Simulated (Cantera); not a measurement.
A closed system holds: 1 mol TEOS, 7.5 mol NO, 19 mol N2, held at 1900 K and 0.0120 bar.

Equilibrium computed with Cantera from the NASA thermochemical tables; the gas is ideal and each condensed phase is pure. Candidate condensed phases: C, C6H6, C7H8, C8H18, H2O, Si, SiC, SiO2, Si2N2O, Si3N4; 151 gas species. The feed counts by its element totals alone. The tables hold silica as quartz up to 1696 K and as liquid above; real silica turns to tridymite and cristobalite and melts near 1996 K. Equilibrium is a limit: real reactors are often held back by kinetics, nucleation or transport.

Base state: N2 0.554, H2 0.206, CO 0.187, H2O 0.0355, CO2 0.00765, SiO 0.00670, H 0.00329, OH 4.65e-5 (mole fractions); condensed: SiO2(condensed).

What changes in the equilibrium state with this change: temperature from 1900 K to 1550 K?


```json
[
 {"species": "N2", "before": "0.554", "after": "0.558"},
 {"species": "H2", "before": "0.206", "after": "0.217"},
 {"species": "CO", "before": "0.187", "after": "0.188"},
 {"species": "H2O", "before": "0.0355", "after": "0.0281"},
 {"species": "SiO", "before": "0.00670", "after": "4.46e-6"},
 {"species": "OH", "before": "4.65e-5", "after": "5.83e-7"},
 {"species": "H", "before": "0.00329", "after": "0.000134"},
 {"species": "CO2", "before": "0.00765", "after": "0.00869"},
 {"species": "SiO2(condensed), mol", "before": "0.724", "after": "0"},
 {"species": "SiO2(β-quartz), mol", "before": "0", "after": "1.000"}
]
```

What changes in the equilibrium state with this change: temperature from 1900 K to 1850 K?


| species | before | after |
|---|---|---|
| N2 | 0.554 | 0.556 |
| H2 | 0.206 | 0.211 |
| CO | 0.187 | 0.188 |
| SiO | 0.00670 | 0.00306 |
| H2O | 0.0355 | 0.0325 |
| OH | 4.65e-5 | 2.57e-5 |
| H | 0.00329 | 0.00226 |
| SiO2(condensed), mol | 0.724 | 0.875 |
